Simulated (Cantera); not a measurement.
Input: 1 mol SiH2Cl2, 0.25 mol HCl, 160 mol H2, held at 61.0 mbar.

Points: T (K) = 923, 973, 1023, 1073, 1123, 1173, 1223, 1273, 1323, 1373, 1423, 1473.

Cantera's Mixture.equilibrate('TP', solver="vcs", rtol=1e-11, max_steps=5000) on the NASA tables stopped like this:

```
ERROR: FAILURE its = 5001!

*******************************************************************************
CanteraError thrown by MultiPhase::equilibrate:
VCS solver failed. Return code: -1
*******************************************************************************
```

Q: What got this run through?

A: Several could match; the one computed here: The failure is numerical, not chemical. The same input converged with solver="gibbs", rtol=1e-10, max_steps=50000, and the result passed a check of the equilibrium conditions:
```
log10 of partial pressures in bar; condensed amounts in mol
       T/K        H2       HCL     SiCL4    SiHCL3    Si(cr)
       923    -1.218    -3.598    -4.058    -4.125    0.5432
       973    -1.218    -3.424    -4.180    -4.225    0.6334
      1023    -1.219    -3.288    -4.374    -4.378    0.7327
      1073    -1.220    -3.194    -4.667    -4.605    0.8212
      1123    -1.220    -3.141    -5.063    -4.908    0.8799
      1173    -1.220    -3.117    -5.524    -5.260    0.9084
      1223    -1.220    -3.109    -5.998    -5.620    0.9188
      1273    -1.221    -3.106    -6.455    -5.968    0.9214
      1323    -1.221    -3.105    -6.885    -6.295    0.9208
      1373    -1.221    -3.106    -7.287    -6.600    0.9189
      1423    -1.221    -3.106    -7.661    -6.885    0.9164
      1473    -1.221    -3.107    -8.011    -7.151    0.9137
```

The gas is ideal and each condensed phase is pure. The tables' values for SiCl3 are old estimates; treat these amounts as uncertain.
